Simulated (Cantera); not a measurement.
Input (Python, Cantera) and output of one run.

```python
import numpy as np
import cantera as ct

gas_names = """
    H HI HO2 H2 H2O H2O2 I I2 O OH O2 O3
""".split()
cond_names = """
    H2O(s) H2O(L) I2(cr) I2(L)
""".split()


# ... load() reads the species with a 1 bar reference pressure and builds the phases ...
atoms = {
    'HI': {'H': 1, 'I': 1},
    'O2': {'O': 2},
}
top_T = {}  # K; cautious upper limits of use, not melting points


# ... equilibrate(T, P, feed) seeds the gas with the atoms and calls Mixture.equilibrate('TP', solver="vcs", rtol=1e-11, max_steps=5000) ...
results = []
feed = {'HI': 1, 'O2': 0.47}  # mol
T = 1300  # K
P = 10000  # Pa
mix = equilibrate(T, P, feed)
results.append((T, P, feed, dict(zip(mix.species_names, mix.species_moles))))
x = sorted(zip(gas.X, gas.species_names), reverse=True)
print(f"T = {T:g} K  P = {P:g} Pa  gas = {mix.phase_moles(0):.4g} mol")
print("   x: " + "  ".join(f"{s} {v:.3e}" for v, s in x if v > 1e-05))
print("   condensed (mol): " + ("  ".join(f"{mix.phase(i).name} {mix.phase_moles(i):.4g}"
      for i in range(1, mix.n_phases) if mix.phase_moles(i) > 1e-12) or "none"))
```

It prints:

```
T = 1300 K  P = 10000 Pa  gas = 1.576 mol
   x: I 4.514e-01  H2O 3.169e-01  O2 1.398e-01  I2 9.124e-02  HI 6.483e-04  OH 3.001e-05
   condensed (mol): none
```

Cantera equilibrium calculation (NASA polynomials, part measured and part estimated; ideal gas, pure solids and liquids).
